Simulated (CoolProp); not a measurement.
A simple Rankine cycle with R236FA: condensing at 292.15 K, boiler at 1.92 MPa, turbine inlet 399 K, turbine efficiency 0.9, pump efficiency 0.7, no recuperator. Each further row changes one setting.

The numbers come from the reference Helmholtz-energy equation of state, Pan 2012 in CoolProp.

```csv
case,thermal efficiency (%),net work (kJ/kg),heat in (kJ/kg),turbine exit temperature (K),volume ratio over the turbine
as stated,(withheld),(withheld),226,(withheld),9.50
condensing temperature 284.15 K,15.7,37.0,236,337.2,(withheld)
boiler pressure 1.34 MPa,(withheld),29.1,235,355.8,(withheld)
turbine efficiency 0.8,12.7,(withheld),226,347.3,(withheld)
```

**Question.** Some entries are withheld; supply them.

**Answer.** 
- as stated, thermal efficiency (%): 14.3
- as stated, net work (kJ/kg): 32.5
- as stated, turbine exit temperature (K): 343.1
- condensing temperature 284.15 K, volume ratio over the turbine: 12.6
- boiler pressure 1.34 MPa, thermal efficiency (%): 12.4
- boiler pressure 1.34 MPa, volume ratio over the turbine: 6.20
- turbine efficiency 0.8, net work (kJ/kg): 28.7
- turbine efficiency 0.8, volume ratio over the turbine: 9.63
